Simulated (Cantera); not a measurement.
Input: 1 mol AlCl3, 1.1 mol H2O, 320 mol H2, 9.6 mol NH3, at 1675 °C and 1.00 bar.

Method: chemical equilibrium by Gibbs-energy minimisation in Cantera with the NASA 1993 tables (ideal gas, pure condensed phases). Candidate condensed phases: Al, AlCl3, AlN, Al2O3, H2O, NH4Cl; 45 gas species. The tables' values for AlCl2 are old estimates; treat these amounts as uncertain. Equilibrium is a limit: real reactors are often held back by kinetics, nucleation or transport.

Base state: H2 0.976, N2 0.0140, HCl 0.00775, H 0.00112, AlCl 0.000927, H2O 0.000290, AlCl2 3.80e-5 (mole fractions); condensed: Al2O3(s).

Q: What changes in the equilibrium state with this change: NH3 from 9.6 to 0.35 mol?

A: 
```
species          before     after
-------------  --------  --------
H2                0.976     0.989
HCl             0.00775   0.00820
H               0.00112   0.00112
N2               0.0140  0.000540
AlCl           0.000927  0.000970
AlCl2           3.80e-5   4.18e-5
H2O            0.000290  0.000294
Al2O3(s), mol     0.333     0.335
```
